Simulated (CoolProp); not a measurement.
A single-stage vapour-compression cycle with R124: evaporating at 228.15 K (dew point), condensing at 265.15 K (bubble point), superheat 5 K, subcooling 0 K, compressor efficiency 0.75, no pressure losses. Each further row changes one setting.

Computed with CoolProp (reference Helmholtz-energy equation of state, de Vries 1995).

```
case                              cooling COP  pressure ratio  discharge temperature (K)  refrigerating effect (kJ/kg)  volumetric capacity (kJ/m³)
--------------------------------  -----------  --------------  -------------------------  ----------------------------  ---------------------------
as stated                                4.02            5.98                      289.1                           145                          206
evaporating temperature 233.15 K            …               …                      285.6                           148                          274
condensing temperature 260.15 K             …            4.86                      282.4                           151                          214
subcooling 5 K                           4.17            5.98                      289.1                           151                          214
superheat 15 K                           4.03            5.98                      299.9                           152                          206
compressor efficiency 0.65               3.49            5.98                      296.6                           145                          206
```

### Question
Fill in the missing entries.

### Answer

- evaporating temperature 233.15 K, cooling COP: 4.85
- evaporating temperature 233.15 K, pressure ratio: 4.51
- condensing temperature 260.15 K, cooling COP: 4.76
